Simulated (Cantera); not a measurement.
Input: 1 mol SiC, 0.033 mol H₂O, 2.6 mol N₂, 0.012 mol O₂, held at 1900 K and 0.133 bar.

Cantera equilibrium calculation (NASA polynomials, part measured and part estimated; ideal gas, pure solids and liquids). Candidate condensed phases: C, C₆H₆, C₇H₈, C₈H₁₈, H₂O, Si, SiC, SiO₂, Si₂N₂O, Si₃N₄; 151 gas species. Mutual solubility and eutectic melting of coexisting phases are not modelled. Rates play no part.

Base state: N₂ 0.967, H₂ 0.0121, CO 0.0112, SiO 0.00896, H 0.000239, HCN 0.000101, Si 3.69e-5 (mole fractions); condensed: SiC(s) + Si₂N₂O(s).

What changes in the equilibrium state with this change: temperature from 1900 K to 925 K?


```tsv
species	before	after
N₂	0.967	0.983
H₂	0.0121	0.0166
HCN	0.000101	1.81e-7
CO	0.0112	<1e-9
SiO	0.00896	<1e-9
H	0.000239	<1e-9
Si	3.69e-5	<1e-9
SiC(s), mol	0.970	0
Si₂N₂O(s), mol	0.00302	0.0570
C(graphite), mol	0	1.000
Si₃N₄(s), mol	0	0.295
```
N₂ is the only nitrogen source here; it is nearly inert below about 1500 K, so the nitride shown seldom forms there in practice.

What changes in the equilibrium state with this change: O₂ from 0.012 to 0.056 mol?


```tsv
species	before	after
N₂	0.967	0.944
CO	0.0112	0.0311
SiO	0.00896	0.0128
H₂	0.0121	0.0119
Si	3.69e-5	2.64e-5
HCN	0.000101	0.000137
SiC(s), mol	0.970	0.915
Si₂N₂O(s), mol	0.00302	0.0251
```

What changes in the equilibrium state with this change: temperature from 1900 K to 2198 K?


```csv
species,before,after
N₂,0.967,0.963
CO,0.0112,0.0117
H₂,0.0121,0.0112
Si,3.69e-5,0.00218
H,0.000239,0.00161
SiO,0.00896,0.00939
Si₂,1.15e-7,2.79e-5
Si₂C,6.46e-7,0.000127
Si₂N,2.50e-6,0.000118
SiN,4.43e-6,0.000132
SiH,1.29e-6,3.74e-5
"SiC(s), mol",0.970,0.967
"Si₂N₂O(s), mol",0.00302,0
```
The tables' values for SiN are old estimates; treat these amounts as uncertain.
